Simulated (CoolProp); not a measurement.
Vapour-liquid equilibrium of dimethyl ether (1) + R227EA (2) at 23.45 °C; x and y are mole fractions of (1).

Computed with CoolProp (multi-fluid Helmholtz-energy mixture model, Wu 2011 and Lemmon 2016; pair parameters Bell 2016).

| x | bubble pressure, mixture model (kPa) | bubble pressure, Raoult's law (kPa) | y, mixture model | y, Raoult's law |
|---|---|---|---|---|
| 0.05 | 417.4 | 440.1 | 0.023 | 0.064 |
| 0.125 | 394.5 | 449.9 | 0.075 | 0.157 |
| 0.2 | 376.5 | 459.7 | 0.151 | 0.245 |
| 0.275 | 365.9 | 469.5 | 0.249 | 0.331 |
| 0.35 | 363.9 | 479.3 | 0.361 | 0.412 |
| 0.425 | 370.5 | 489.1 | 0.478 | 0.490 |
| 0.5 | 384.7 | 498.9 | 0.590 | 0.566 |
| 0.575 | 405.0 | 508.7 | 0.690 | 0.638 |
| 0.65 | 429.7 | 518.5 | 0.774 | 0.707 |
| 0.725 | 457.1 | 528.3 | 0.842 | 0.774 |
| 0.8 | 486.0 | 538.1 | 0.897 | 0.839 |
| 0.875 | 515.4 | 547.9 | 0.942 | 0.901 |
| 0.95 | 544.8 | 557.7 | 0.979 | 0.961 |

The largest gap from Raoult's law is -24.2 % in bubble pressure, at x = 0.425. y crosses x between x = 0.275 and 0.35: the model has an azeotrope there.

Pair parameters are fitted to limited data, so mixtures are less certain than the pure fluids.
